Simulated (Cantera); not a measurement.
An isothermal, constant-pressure homogeneous reactor starts with CH₄ : N₂ = 1 : 3.4 (molar parts), at 1350 K and 20.0 Torr. Integrator tolerance rtol = 1e-08.

Cantera simulation using GRI-Mech 3.0 (53 species, 325 reactions); the numbers are that mechanism's predictions, not measurements. GRI-Mech 3.0 stops at C3 and has no aromatics, soot or wall deposition, so with more carbon than oxygen in the feed, carbon stays in small species such as C2H2 where larger ones or solid carbon would form. Radical loss at walls, strong at low pressure, is not modelled.

Q: What does this change do: N2 3.4 to 2.6 parts?

A: 
```
quantity                                             before                                      after
----------------  -----------------------------------------  -----------------------------------------
x(CH₄) at 300 s       0.104 (gas-phase equilibrium 0.00443)      0.123 (gas-phase equilibrium 0.00628)
x(CH₃) at 300 s     2.90e-5 (gas-phase equilibrium 2.48e-6)    3.15e-5 (gas-phase equilibrium 3.24e-6)
x(H) at 300 s       2.13e-6 (gas-phase equilibrium 7.66e-6)    2.35e-6 (gas-phase equilibrium 8.29e-6)
x(C₂H₂) at 300 s      0.0499 (gas-phase equilibrium 0.0525)      0.0600 (gas-phase equilibrium 0.0657)
x(C₂H₄) at 300 s  0.000495 (gas-phase equilibrium 0.000569)  0.000665 (gas-phase equilibrium 0.000832)
x(H₂) at 300 s          0.151 (gas-phase equilibrium 0.272)        0.181 (gas-phase equilibrium 0.318)
```

Q: What does this change do: pressure from 20.0 Torr to 1.01 bar?

A: 
| quantity | before | after |
|---|---|---|
| x(CH₄) at 300 s | 0.104 (gas-phase equilibrium 0.00443) | 0.0803 (gas-phase equilibrium 0.0699) |
| x(CH₃) at 300 s | 2.90e-5 (gas-phase equilibrium 2.48e-6) | 9.20e-6 (gas-phase equilibrium 7.66e-6) |
| x(H) at 300 s | 2.13e-6 (gas-phase equilibrium 7.66e-6) | 9.84e-7 (gas-phase equilibrium 1.03e-6) |
| x(C₂H₂) at 300 s | 0.0499 (gas-phase equilibrium 0.0525) | 0.0485 (gas-phase equilibrium 0.0280) |
| x(C₂H₄) at 300 s | 0.000495 (gas-phase equilibrium 0.000569) | 0.0125 (gas-phase equilibrium 0.00792) |
| x(H₂) at 300 s | 0.151 (gas-phase equilibrium 0.272) | 0.170 (gas-phase equilibrium 0.186) |
